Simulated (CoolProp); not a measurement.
Computed with CoolProp (reference Helmholtz-energy equation of state, Thol 2015).

Q: For octamethylcyclotetrasiloxane (D4), give the phase and the density (kg/m³), cp (kJ/(kg K)), cv (kJ/(kg K)), speed of sound (m/s) at 38.35 °C and 1.52 MPa.

A: 
- 38.35 °C and 1.52 MPa: liquid; density 938, cp 1.69, cv 1.40, speed of sound 882
